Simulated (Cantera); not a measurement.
A perfectly stirred reactor is fed with CH4 : N2 = 1 : 1.7 (molar parts), at 120 Pa; it is held at 1825 K, and followed from long to short residence time.

Detailed kinetics in Cantera: GRI-Mech 3.0 (53 species, 325 reactions). GRI-Mech 3.0 stops at C3 and has no aromatics, soot or wall deposition, so with more carbon than oxygen in the feed, carbon stays in small species such as C2H2 where larger ones or solid carbon would form. Radical loss at walls, strong at low pressure, is not modelled.

Q: What does this change do: pressure from 120 Pa to 101000 Pa?

A: 
```csv
quantity,before,after
x(CH4) at τ = 1.10 s,0.0952,0.0107
x(CH2) at τ = 1.10 s,6.77e-6,1.15e-7
x(CH3) at τ = 1.10 s,0.00415,0.000148
x(H) at τ = 1.10 s,0.000679,0.000270
x(H2) at τ = 1.10 s,0.296,0.393
x(CH4) at τ = 72.0 ms,0.331,0.0389
x(CH2) at τ = 72.0 ms,3.72e-6,3.58e-7
x(CH3) at τ = 72.0 ms,0.00544,0.000512
x(H) at τ = 72.0 ms,5.33e-5,0.000238
x(H2) at τ = 72.0 ms,0.0351,0.362
```

Q: What does this change do: CH4 1 to 2.2 parts?

A: 
| quantity | before | after |
|---|---|---|
| x(CH4) at τ = 1.10 s | 0.0952 | 0.116 |
| x(CH2) at τ = 1.10 s | 6.77e-6 | 7.65e-6 |
| x(CH3) at τ = 1.10 s | 0.00415 | 0.00515 |
| x(H) at τ = 1.10 s | 0.000679 | 0.000980 |
| x(H2) at τ = 1.10 s | 0.296 | 0.424 |
| x(CH4) at τ = 72.0 ms | 0.331 | 0.456 |
| x(CH2) at τ = 72.0 ms | 3.72e-6 | 6.30e-6 |
| x(CH3) at τ = 72.0 ms | 0.00544 | 0.00886 |
| x(H) at τ = 72.0 ms | 5.33e-5 | 0.000132 |
| x(H2) at τ = 72.0 ms | 0.0351 | 0.0904 |
